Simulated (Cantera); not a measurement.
Feed: 1 mol borazine, 0.17 mol H2O, at 1848 K and 0.00710 bar.

Cantera equilibrium calculation (NASA polynomials, part measured and part estimated; ideal gas, pure solids and liquids). Candidate condensed phases: B, BN, B2O3, B3O3H3, H2O; 39 gas species. The feed counts by its element totals alone. The tables' values for BH2 are old estimates; treat these amounts as uncertain. Equilibrium is a limit: real reactors are often held back by kinetics, nucleation or transport.

Base state: H2 0.924, HBO 0.0356, N2 0.0251, H 0.00605, B2O2 0.00479, BO 0.00395, HBO2 0.000295, B2O3 0.000292 (mole fractions); condensed: BN(s).

Q: What changes in the equilibrium state with this change: borazine replaced by B?

A: 
```tsv
species	before	after
H2	0.924	0.570
B2O2	0.00479	0.199
HBO	0.0356	0.180
N2	0.0251	0
B2O3	0.000292	0.0186
BO	0.00395	0.0254
B2O	9.07e-6	0.000245
HBO2	0.000295	0.00228
BH2	3.99e-5	0.000103
H	0.00605	0.00475
H2O	2.40e-5	2.27e-5
BN(s), mol	2.83	0
B(s), mol	0	0.835
```
